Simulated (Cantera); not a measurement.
A Cantera script and its output.

```python
import numpy as np
import cantera as ct

gas = ct.Solution("gri30.yaml")
gas.TPX = 1400, 140000, {'CH4': 1, 'CO': 0.2, 'O2': 1.24, 'N2': 13.6}
reactor = ct.IdealGasReactor(gas, energy="on", clone=False)
net = ct.ReactorNet([reactor])
net.rtol, net.atol = 1e-08, 1e-16
show = ['CH4', 'CO', 'O2', 'C2H6', 'H2O2', 'C2H']
times = np.geomspace(2e-06, 0.4, 15)

steps = ct.SolutionArray(gas, extra=["t"])
rows = []
print(f"{'t/s':>10s}{'T/K':>9s}{'P/Pa':>11s}" + "".join(f"{s:>11s}" for s in show))
for t in times:
    while net.time < t:
        t_next = net.step()
        steps.append(gas.state, t=t_next)
    rows.append([np.interp(t, steps.t, y) for y in (steps.T, steps.P, *steps(*show).X.T)])
    print(f"{t:10.3e}{rows[-1][0]:9.1f}{rows[-1][1]:11.4g}" + "".join(f"{x:11.3e}" for x in rows[-1][2:]))
rate = np.gradient(steps.T, steps.t)
print("integrator steps:", len(steps.t))
if steps.T.max() > steps.T[0] + 200:
    print(f"time of steepest temperature rise: {steps.t[rate.argmax()]:.4e} s")
gas.TPX = 1400, 140000, {'CH4': 1, 'CO': 0.2, 'O2': 1.24, 'N2': 13.6}
gas.equilibrate("UV")
print(f"equilibrium (UV): T = {gas.T:.1f} K  " + "  ".join(f"{s} {gas[s].X[0]:.3e}" for s in show))
```

It prints:

```
       t/s      T/K       P/Pa        CH4         CO         O2       C2H6       H2O2        C2H
 2.000e-06   1400.0    1.4e+05  6.234e-02  1.247e-02  7.731e-02  1.967e-14  4.360e-11  1.216e-29
 4.783e-06   1400.0    1.4e+05  6.234e-02  1.247e-02  7.731e-02  3.347e-13  2.302e-10  1.118e-28
 1.144e-05   1400.0    1.4e+05  6.234e-02  1.247e-02  7.731e-02  5.274e-12  1.096e-09  1.694e-27
 2.735e-05   1400.0    1.4e+05  6.234e-02  1.247e-02  7.731e-02  8.187e-11  4.251e-09  7.454e-26
 6.540e-05   1400.0    1.4e+05  6.234e-02  1.247e-02  7.731e-02  1.375e-09  1.191e-08  5.608e-24
 1.564e-04   1400.0    1.4e+05  6.234e-02  1.247e-02  7.730e-02  2.686e-08  2.254e-08  5.570e-22
 3.740e-04   1400.0    1.4e+05  6.233e-02  1.247e-02  7.730e-02  5.767e-07  2.667e-08  6.952e-20
 8.944e-04   1400.2    1.4e+05  6.227e-02  1.247e-02  7.727e-02  9.168e-06  2.998e-08  8.023e-18
 2.139e-03   1401.5  1.401e+05  6.202e-02  1.247e-02  7.712e-02  6.387e-05  6.330e-08  4.502e-16
 5.115e-03   1409.1  1.409e+05  6.070e-02  1.268e-02  7.631e-02  3.296e-04  2.266e-07  4.383e-14
 1.223e-02   2242.5  2.351e+05  4.532e-12  5.552e-02  2.787e-06  1.212e-23  7.646e-10  2.375e-18
 2.925e-02   2243.8  2.352e+05  4.572e-12  5.553e-02  2.295e-06  1.063e-23  6.388e-10  2.038e-18
 6.995e-02   2244.0  2.352e+05  4.482e-12  5.553e-02  2.303e-06  1.026e-23  6.403e-10  1.998e-18
 1.673e-01   2244.1  2.352e+05  4.449e-12  5.553e-02  2.306e-06  1.012e-23  6.409e-10  1.984e-18
 4.000e-01   2244.1  2.352e+05  4.446e-12  5.553e-02  2.307e-06  1.011e-23  6.410e-10  1.983e-18
integrator steps: 2199
time of steepest temperature rise: 9.9910e-03 s
equilibrium (UV): T = 2244.1 K  CH4 5.003e-12  CO 5.553e-02  O2 2.307e-06  C2H6 1.240e-23  H2O2 6.410e-10  C2H 2.198e-18
```

Detailed kinetics in Cantera: GRI-Mech 3.0 (53 species, 325 reactions).
